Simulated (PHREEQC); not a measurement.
Ca(OH)2 is added in steps, without added water, to 1 kg of water holding 0.0022 mol NaHCO3 and 0.16 mol RbCl, at 25 °C. Oxygen alone is held at its pressure in air (log pO2 = -0.68). The system is closed to CO2. Only these solids could form: Calcite, Portlandite, Halite, Nahcolite, Natron.

Base run: PHREEQC, ion-association model, wateq4f.dat. Each further column changes one thing. The table gives Ca in solution (mol/kgw).

```
Ca(OH)2 added (mol)     base  Davies equation for every ion  all activity coefficients set to 1  Debye-Hückel limiting law  metal-ligand complexes left out
-------------------  -------  -----------------------------  ----------------------------------  -------------------------  -------------------------------
0                          0                              0                                   0                          0                                0
0.0002969            8.98e-5                        9.37e-5                             1.83e-5                   0.000280                          8.31e-5
0.0005344            6.14e-5                        6.43e-5                             1.31e-5                   0.000219                          5.52e-5
0.0008312            4.61e-5                        4.81e-5                             1.09e-5                   0.000174                          4.02e-5
0.001069             4.21e-5                        4.39e-5                             1.04e-5                   0.000159                          3.63e-5
0.001366             4.60e-5                        4.81e-5                             1.09e-5                   0.000173                          4.02e-5
0.001603             5.70e-5                        5.96e-5                             1.24e-5                   0.000207                          5.11e-5
0.0019               8.96e-5                        9.35e-5                             1.83e-5                   0.000279                          8.34e-5
```
